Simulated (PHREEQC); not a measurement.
0.063 g of hydrous ferric oxide (600 m²/g; 0.2 weak and 0.005 strong sites per Fe, Dzombak-Morel constants, diffuse double layer) in 1 kg of water with 0.1 mol/kgw of an inert sodium salt and 0.014 mmol/kgw CuCl2 and 0.00074 mmol/kgw MnCl2, at 25 °C; the pH is set by adding NaOH or the inert anion's acid. The system is closed to oxygen. CO2 from the air is kept out. No solid was allowed to form.

All values are PHREEQC results (ion-association model, wateq4f.dat), not measurements.

Task: Predict Mn sorbed (%), surface charge σ (C/m²) at pH = 8, 8.67, 9.33, 10.67.

Result: 
```
pH     Mn sorbed (%)  surface charge σ (C/m²)
-----  -------------  -----------------------
8               66.2                    0.011
8.67            96.7                   -0.012
9.33            99.8                   -0.040
10.67          100.0                   -0.131
```

Complexes and solids missing from the database can't appear. The database's constant for dissolved Cu(OH)2 is higher than later reviews accept.
